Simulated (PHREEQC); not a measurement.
Make-up at 25 °C: 0.0023 mol/kgw HF, 0.00048 mol/kgw NaF and 0.15 mol/kgw H2SO4. Closed to the air; pH follows from the charge balance.

Equilibrium calculation in PHREEQC: ion-association model, phreeqc.dat.

Q: The ionic strength comes out as 0.198 mol/kgw. What activity coefficients do F-, HSO4-, SO4-2, Na+, NaSO4- get?

A: F- 0.71, HSO4- 0.75, SO4-2 0.29, Na+ 0.75, NaSO4- 0.75.

This is a speciation only: nothing precipitates in the calculation.
